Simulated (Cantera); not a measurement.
Charge: 1 mol PbS, 3.4 mol H2, at 2073 K and 2200 Pa.

Cantera equilibrium calculation (NASA polynomials, part measured and part estimated; ideal gas, pure solids and liquids). Candidate condensed phases: Pb, PbS, S; 10 gas species. The numbers say what is thermodynamically allowed, not how fast it happens.

Base state: H2 0.686, Pb 0.145, PbS 0.0650, S2 0.0544, SH 0.0161, H 0.0147, H2S 0.0116, S 0.00794 (mole fractions); condensed: gas only.

Question: What changes in the equilibrium state with this change: pressure from 2200 Pa to 100000 Pa?

Answer: 
```csv
species,before,after
H2,0.686,0.707
PbS,0.0650,0.138
Pb,0.145,0.0843
S2,0.0544,0.0158
H,0.0147,0.00221
H2S,0.0116,0.0433
SH,0.0161,0.00884
Pb2,1.95e-6,3.02e-5
S,0.00794,0.000634
```
